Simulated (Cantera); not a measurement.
Feed: 1 mol (CH₃)₂SiCl₂, 390 mol H₂, held at 0.00720 bar.

Cantera equilibrium calculation (NASA polynomials, part measured and part estimated; ideal gas, pure solids and liquids). Candidate condensed phases: C, C₆H₆, C₇H₈, C₈H₁₈, Si, SiC; 109 gas species. The feed counts by its element totals alone. Rates play no part. All values below are at 1325 K.

Base state: H₂ 0.995, HCl 0.00508, CH₄ 4.78e-5, H 1.92e-5 (mole fractions); condensed: C(graphite) + SiC(s).

Question: What changes in the equilibrium state with this change: (CH₃)₂SiCl₂ replaced by Si(CH₃)₄?

Answer: 
```
species            before    after
----------------  -------  -------
H₂                  0.995    1.000
CH₄               4.78e-5  4.83e-5
H                 1.92e-5  1.93e-5
HCl               0.00508        0
C(graphite), mol    0.981     2.98
SiC(s), mol         1.000     1.00
```
